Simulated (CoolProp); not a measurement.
The numbers come from the reference Helmholtz-energy equation of state, de Reuck 1993 in CoolProp.

Question: Give the vapour pressure (bar), vapour density (kg/m³), surface tension (mN/m), liquid viscosity (µPa s) of saturated methanol at 269.9 K.

Answer: 
```csv
T (K),p (bar),vapour density (kg/m³),surface tension (mN/m),liquid viscosity (µPa s)
269.9,0.0330,0.0476,24.6,852
```

Viscosity comes from a separate model (Xiang 2006). Surface tension comes from a separate correlation (Mulero 2012).
